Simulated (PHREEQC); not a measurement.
Solution A (0.53 mol/kgw H2SO4, 0.024 mol/kgw K2SO4 and 0.073 mol/kgw MgCl2) is mixed with solution B (0.18 mol Na2SO4 and 0.0013 mol H4SiO4 per kg of water) at 73 °C; shares are by mass of water, 1 kg in all. No CO2 enters from the air. Only these solids could form: Arcanite, Bischofite, Bloedite, Brucite, Carnallite, Epsomite, Glaserite, Halite, Hexahydrite, Kainite, Kieserite, Leonite, Mirabilite, Misenite, Schoenite, SiO2(a), Sylvite, Thenardite, MgCl2_4H2O.

The series has 11 steps of share of solution B, from 0 to 1.

Computed with PHREEQC (Pitzer model, pitzer.dat).

Problem. Between which two steps does the pH jump most, and from what to what?

Solution. Between share of solution B = 0.9 and 1: from 2.06 to 6.53.

Away from 25 °C the constants follow the database's enthalpies or fits; those with neither stay at their 25 °C values.
